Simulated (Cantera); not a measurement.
Input (Python, Cantera):

```python
import numpy as np
import cantera as ct

surf = ct.Interface("ptcombust.yaml", "Pt_surf")
gas = surf.adjacent["gas"]
gas.TPX = 300, 2900, {'CH4': 0.043, 'O2': 0.09, 'N2': 0.79}
jet = ct.ImpingingJet(gas=gas, width=0.086, surface=surf)
jet.inlet.mdot, jet.inlet.T, jet.inlet.X = 0.12, 300, {'CH4': 0.043, 'O2': 0.09, 'N2': 0.79}
jet.set_refine_criteria(ratio=10, slope=0.2, curve=0.3)
show, cover = ['CH4', 'O2', 'H2O', 'OH', 'CO', 'CO2'], ["PT(S)", "H(S)", "O(S)", "OH(S)", "CO(S)", "C(S)"]

rows = []
print(f"{'Ts/K':>7s}" + "".join(f"{s:>11s}" for s in show + cover) + "   (gas at the wall, coverages)")
for i, Ts in enumerate([950, 1000, 1050, 1100, 1150]):
    jet.surface.T = Ts
    if i == 0:
        surf.TP = Ts, 2900
        surf.coverages = "PT(S):0.5, O(S):0.5"
        surf.advance_coverages(1.0)
        jet.set_initial_guess(products="inlet")
    jet.solve(loglevel=0, auto=(i == 0))
    rows.append([*(jet.X[gas.species_index(s), -1] for s in show), *surf[cover].coverages])
    print(f"{Ts:7g}" + "".join(f"{x:11.3e}" for x in rows[-1]))
```

It prints:

```
   Ts/K        CH4         O2        H2O         OH         CO        CO2      PT(S)       H(S)       O(S)      OH(S)      CO(S)       C(S)   (gas at the wall, coverages)
    950  2.804e-02  5.794e-02  3.471e-02  1.390e-07  1.938e-05  2.275e-02  3.825e-01  2.089e-07  6.167e-01  8.427e-04  1.126e-05  5.391e-08
   1000  2.268e-02  4.658e-02  4.459e-02  3.833e-07  2.242e-05  2.931e-02  4.740e-01  4.587e-07  5.251e-01  8.162e-04  8.788e-06  5.495e-08
   1050  1.861e-02  3.794e-02  5.193e-02  9.109e-07  2.626e-05  3.440e-02  5.630e-01  8.901e-07  4.363e-01  7.404e-04  6.895e-06  5.491e-08
   1100  1.551e-02  3.141e-02  5.754e-02  1.950e-06  3.128e-05  3.817e-02  6.452e-01  1.581e-06  3.542e-01  6.456e-04  5.476e-06  5.431e-08
   1150  1.329e-02  2.678e-02  6.149e-02  3.801e-06  3.850e-05  4.083e-02  7.186e-01  2.628e-06  2.808e-01  5.456e-04  4.502e-06  5.458e-08
```

Cantera simulation using Deutschmann's 1995 Pt surface mechanism with GRI-Mech 3.0 gas chemistry; the numbers are that mechanism's predictions, not measurements. Catalytic surfaces can have several steady states; this one follows from the mechanism file's or the stated starting coverage.
